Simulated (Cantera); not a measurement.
What does this Cantera script print?

```python
import numpy as np
import cantera as ct

gas = ct.Solution("gri30.yaml")
gas.TPX = 1700, 13332, {'C2H6': 1, 'N2': 87}
reactor = ct.IdealGasConstPressureReactor(gas, energy="off", clone=False)
net = ct.ReactorNet([reactor])
net.rtol, net.atol = 1e-08, 1e-18
show = ['C2H6', 'CH2', 'H', 'C2H', 'CH4', 'HCN']
times = np.geomspace(9e-06, 3, 13)

steps = ct.SolutionArray(gas, extra=["t"])
rows = []
print(f"{'t/s':>10s}{'T/K':>9s}{'P/Pa':>11s}" + "".join(f"{s:>11s}" for s in show))
for t in times:
    while net.time < t:
        t_next = net.step()
        steps.append(gas.state, t=t_next)
    rows.append([np.interp(t, steps.t, y) for y in (steps.T, steps.P, *steps(*show).X.T)])
    print(f"{t:10.3e}{rows[-1][0]:9.1f}{rows[-1][1]:11.4g}" + "".join(f"{x:11.3e}" for x in rows[-1][2:]))
rate = np.gradient(steps.T, steps.t)
print("integrator steps:", len(steps.t))
if steps.T.max() > steps.T[0] + 200:
    print(f"time of steepest temperature rise: {steps.t[rate.argmax()]:.4e} s")
gas.TPX = 1700, 13332, {'C2H6': 1, 'N2': 87}
gas.equilibrate("TP")
print(f"equilibrium (TP): T = {gas.T:.1f} K  " + "  ".join(f"{s} {gas[s].X[0]:.3e}" for s in show))
```

It prints:

```
       t/s      T/K       P/Pa       C2H6        CH2          H        C2H        CH4        HCN
 9.000e-06   1700.0  1.333e+04  1.103e-02  7.100e-08  2.625e-06  2.036e-16  3.596e-06  1.111e-12
 2.597e-05   1700.0  1.333e+04  1.039e-02  1.498e-06  2.974e-05  6.367e-13  2.895e-05  6.470e-10
 7.494e-05   1700.0  1.333e+04  8.026e-03  1.373e-05  2.309e-04  7.780e-09  2.160e-04  4.130e-07
 2.163e-04   1700.0  1.333e+04  2.324e-03  2.641e-05  5.207e-04  5.064e-07  1.187e-03  6.185e-06
 6.240e-04   1700.0  1.333e+04  8.598e-05  1.235e-05  4.350e-04  1.041e-06  2.025e-03  1.697e-05
 1.801e-03   1700.0  1.333e+04  8.045e-06  2.863e-06  1.996e-04  5.619e-07  1.841e-03  2.125e-05
 5.196e-03   1700.0  1.333e+04  2.110e-06  8.181e-07  1.062e-04  3.074e-07  1.655e-03  2.263e-05
 1.499e-02   1700.0  1.333e+04  6.916e-07  2.808e-07  6.361e-05  1.840e-07  1.492e-03  2.328e-05
 4.327e-02   1700.0  1.333e+04  3.244e-07  1.491e-07  4.963e-05  1.428e-07  1.292e-03  2.378e-05
 1.249e-01   1700.0  1.333e+04  1.776e-07  1.119e-07  5.058e-05  1.443e-07  9.592e-04  2.462e-05
 3.603e-01   1700.0  1.333e+04  5.874e-08  6.908e-08  5.441e-05  1.537e-07  5.299e-04  2.635e-05
 1.040e+00   1700.0  1.333e+04  1.062e-08  3.128e-08  5.787e-05  1.622e-07  2.171e-04  2.906e-05
 3.000e+00   1700.0  1.333e+04  1.357e-09  1.154e-08  5.965e-05  1.667e-07  7.607e-05  3.244e-05
integrator steps: 1197
equilibrium (TP): T = 1700.0 K  C2H6 1.170e-12  CH2 3.045e-10  H 6.054e-05  C2H 1.866e-08  CH4 1.956e-06  HCN 1.977e-02
```

Model: GRI-Mech 3.0 (53 species, 325 reactions), integrated in Cantera. GRI-Mech 3.0 stops at C3 and has no aromatics, soot or wall deposition, so with more carbon than oxygen in the feed, carbon stays in small species such as C2H2 where larger ones or solid carbon would form.
